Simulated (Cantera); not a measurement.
An isothermal, constant-pressure homogeneous reactor starts with CH₄ : H₂ : N₂ = 0.022 : 1 : 0.0019 (molar parts), at 2373 K and 10.00 Torr. Integrator tolerance rtol = 1e-08.

Computed with Cantera and GRI-Mech 3.0 (53 species, 325 reactions). GRI-Mech 3.0 stops at C3 and has no aromatics, soot or wall deposition, so with more carbon than oxygen in the feed, carbon stays in small species such as C2H2 where larger ones or solid carbon would form. Radical loss at walls, strong at low pressure, is not modelled.

### Question
What does this change do: CH4 0.022 to 0.0046 parts?

### Answer
```tsv
quantity	before	after
x(CH₄) at 90.0 s	2.49e-6 (gas-phase equilibrium 2.43e-6)	1.14e-6 (gas-phase equilibrium 1.04e-6)
x(H₂) at 90.0 s	0.874 (gas-phase equilibrium 0.874)	0.882 (gas-phase equilibrium 0.882)
x(C₂H₆) at 90.0 s	<1e-12 (gas-phase equilibrium <1e-12)	<1e-12 (gas-phase equilibrium <1e-12)
x(HCN) at 90.0 s	0.000430 (gas-phase equilibrium 0.00200)	0.000208 (gas-phase equilibrium 0.00111)
x(C₂H₂) at 90.0 s	0.00963 (gas-phase equilibrium 0.00884)	0.00202 (gas-phase equilibrium 0.00157)
x(C₂H) at 90.0 s	6.76e-5 (gas-phase equilibrium 6.21e-5)	1.41e-5 (gas-phase equilibrium 1.10e-5)
```

### Question
What does this change do: pressure from 10.00 Torr to 32.3 Torr?

### Answer
```csv
quantity,before,after
x(CH₄) at 90.0 s,2.49e-6 (gas-phase equilibrium 2.43e-6),8.81e-6 (gas-phase equilibrium 8.62e-6)
x(H₂) at 90.0 s,0.874 (gas-phase equilibrium 0.874),0.923 (gas-phase equilibrium 0.923)
x(C₂H₆) at 90.0 s,<1e-12 (gas-phase equilibrium <1e-12),2.37e-12 (gas-phase equilibrium 2.26e-12)
x(HCN) at 90.0 s,0.000430 (gas-phase equilibrium 0.00200),0.000692 (gas-phase equilibrium 0.00206)
x(C₂H₂) at 90.0 s,0.00963 (gas-phase equilibrium 0.00884),0.00978 (gas-phase equilibrium 0.00910)
x(C₂H) at 90.0 s,6.76e-5 (gas-phase equilibrium 6.21e-5),3.72e-5 (gas-phase equilibrium 3.46e-5)
```
